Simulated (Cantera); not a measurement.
**Calcination and drying: Mg(OH)₂ + C + H₂O**

Feed: 1 mol Mg(OH)₂, 0.15 mol C, 0.47 mol H₂O, held at 1 atm.

Cantera equilibrium calculation (NASA polynomials, part measured and part estimated; ideal gas, pure solids and liquids). Candidate condensed phases: C, C₆H₆, C₇H₈, C₈H₁₈, H₂O, Mg, MgCO₃, MgO, Mg(OH)₂; 116 gas species. The numbers say what is thermodynamically allowed, not how fast it happens.

From 823 K to 2123 K the condensed part is MgO(s).

| T (K) | x H₂O | x H₂ | x CO₂ | x CO | x H | x OH | n MgO(s) |
|---|---|---|---|---|---|---|---|
| 823 | 0.730 | 0.177 | 0.0863 | 0.00580 | 3.07e-12 | <1e-12 | 1.00 |
| 923 | 0.732 | 0.175 | 0.0829 | 0.00972 | 1.02e-10 | <1e-12 | 1.00 |
| 1023 | 0.736 | 0.171 | 0.0786 | 0.0140 | 1.70e-9 | 1.93e-11 | 1.00 |
| 1123 | 0.741 | 0.167 | 0.0743 | 0.0183 | 1.73e-8 | 3.95e-10 | 1.00 |
| 1223 | 0.745 | 0.163 | 0.0702 | 0.0224 | 1.21e-7 | 4.97e-9 | 1.00 |
| 1323 | 0.748 | 0.159 | 0.0664 | 0.0262 | 6.28e-7 | 4.28e-8 | 1.00 |
| 1423 | 0.752 | 0.156 | 0.0630 | 0.0296 | 2.60e-6 | 2.73e-7 | 1.00 |
| 1523 | 0.755 | 0.153 | 0.0600 | 0.0326 | 8.97e-6 | 1.37e-6 | 1.00 |
| 1623 | 0.757 | 0.150 | 0.0574 | 0.0352 | 2.66e-5 | 5.62e-6 | 1.000 |
| 1723 | 0.760 | 0.148 | 0.0550 | 0.0375 | 6.96e-5 | 1.96e-5 | 1.000 |
| 1823 | 0.762 | 0.146 | 0.0530 | 0.0396 | 0.000164 | 5.98e-5 | 1.000 |
| 1923 | 0.763 | 0.144 | 0.0512 | 0.0414 | 0.000355 | 0.000162 | 1.000 |
| 2023 | 0.764 | 0.142 | 0.0496 | 0.0430 | 0.000711 | 0.000399 | 1.000 |
| 2123 | 0.765 | 0.140 | 0.0481 | 0.0444 | 0.00134 | 0.000899 | 1.000 |
x: gas mole fraction; n: condensed amount in mol.
